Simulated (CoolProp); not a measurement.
Saturation properties of acetone (Tc = 235.0 °C, pc = 46.92 bar, ω = 0.307).

Model: reference Helmholtz-energy equation of state, Lemmon 2006, in CoolProp. It is a short technical equation, of lower accuracy than the large ones.

| T (°C) | p (bar) | vapour density (kg/m³) | surface tension (mN/m) |
|---|---|---|---|
| 10.85 | 0.1610 | 0.4031 | 24.5 |
| 16.45 | 0.2098 | 0.5165 | 23.8 |
| 22.05 | 0.2702 | 0.6547 | 23.1 |
| 27.65 | 0.3441 | 0.8213 | 22.4 |
| 33.25 | 0.4336 | 1.021 | 21.7 |
| 38.85 | 0.5413 | 1.257 | 21.0 |
| 44.45 | 0.6694 | 1.535 | 20.3 |
| 50.05 | 0.8209 | 1.860 | 19.6 |
| 55.65 | 0.9986 | 2.237 | 18.9 |
| 61.25 | 1.206 | 2.673 | 18.2 |
| 66.85 | 1.445 | 3.173 | 17.5 |
| 72.45 | 1.720 | 3.745 | 16.9 |
| 78.05 | 2.035 | 4.396 | 16.2 |

It boils at 56.1 °C under 1 atm.

Surface tension comes from a separate correlation (Mulero 2012).
